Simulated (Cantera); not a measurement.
A Cantera script and what it prints.

```python
import numpy as np
import cantera as ct

gas_names = [...]  # 47 gases of nasa_gas.yaml made of H, N, O
cond_names = """
    H2O(s) H2O(L)
""".split()


# ... load() reads the species with a 1 bar reference pressure and builds the phases ...
atoms = {
    'N2O': {'N': 2, 'O': 1},
    'H2': {'H': 2},
    'N2': {'N': 2},
}
top_T = {}  # K; cautious upper limits of use, not melting points


# ... equilibrate(T, P, feed) seeds the gas with the atoms and calls Mixture.equilibrate('TP', solver="vcs", rtol=1e-11, max_steps=5000) ...
results = []
feed = {'N2O': 1, 'H2': 0.47, 'N2': 15}  # mol
P = 133.322  # Pa
for T in [3000, 3500, 4000, 4500, 5000]:
    mix = equilibrate(T, P, feed)
    results.append((T, P, feed, dict(zip(mix.species_names, mix.species_moles))))
    x = sorted(zip(gas.X, gas.species_names), reverse=True)
    print(f"T = {T:g} K  P = {P:g} Pa  gas = {mix.phase_moles(0):.4g} mol")
    print("   x: " + "  ".join(f"{s} {v:.3e}" for v, s in x if v > 1e-06))
    print("   condensed (mol): " + ("  ".join(f"{mix.phase(i).name} {mix.phase_moles(i):.4g}"
          for i in range(1, mix.n_phases) if mix.phase_moles(i) > 1e-12) or "none"))
```

It prints:

```
T = 3000 K  P = 133.322 Pa  gas = 17.91 mol
   x: N2 8.920e-01  O 5.310e-02  H 5.194e-02  NO 1.898e-03  N 3.602e-04  O2 2.932e-04  OH 2.407e-04  H2 1.443e-04  H2O 2.013e-06
   condensed (mol): none
T = 3500 K  P = 133.322 Pa  gas = 17.98 mol
   x: N2 8.865e-01  O 5.480e-02  H 5.223e-02  N 5.713e-03  NO 7.536e-04  OH 1.878e-05  O2 1.647e-05  H2 1.043e-05  Electron 1.530e-06  NO+ 1.530e-06
   condensed (mol): none
T = 4000 K  P = 133.322 Pa  gas = 18.35 mol
   x: N2 8.495e-01  O 5.413e-02  H 5.123e-02  N 4.480e-02  NO 3.553e-04  Electron 8.422e-06  NO+ 8.395e-06  OH 2.590e-06  O2 1.764e-06  H2 1.377e-06
   condensed (mol): none
T = 4500 K  P = 133.322 Pa  gas = 20 mol
   x: N2 6.971e-01  N 2.058e-01  O 4.981e-02  H 4.701e-02  NO 1.688e-04  Electron 3.036e-05  NO+ 2.910e-05
   condensed (mol): none
T = 5000 K  P = 133.322 Pa  gas = 24.78 mol
   x: N 5.520e-01  N2 3.696e-01  O 4.023e-02  H 3.793e-02  Electron 8.843e-05  NO 6.316e-05  NO+ 5.251e-05  N+ 2.692e-05  H+ 3.709e-06  O+ 3.404e-06  N2+ 1.886e-06
   condensed (mol): none
```

Method: chemical equilibrium by Gibbs-energy minimisation in Cantera with the NASA 1993 tables (ideal gas, pure condensed phases).
